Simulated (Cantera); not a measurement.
Charge: 1 mol borazine, 12 mol N2, at 998.15 K and 0.0960 bar.

Cantera equilibrium calculation (NASA polynomials, part measured and part estimated; ideal gas, pure solids and liquids). Candidate condensed phases: B, BN; 15 gas species. The feed counts by its element totals alone. Kinetics and transport are ignored.

Base state: N2 0.800, H2 0.200 (mole fractions); condensed: BN(s).

What changes in the equilibrium state with this change: temperature from 998.15 K to 2325 K?


```csv
species,before,after
N2,0.800,0.794
H2,0.200,0.191
H,3.12e-9,0.0155
BH2,<1e-9,0.000139
B,<1e-9,4.55e-5
"BN(s), mol",3.00,3.00
```
The tables' values for BH2 are old estimates; treat these amounts as uncertain.
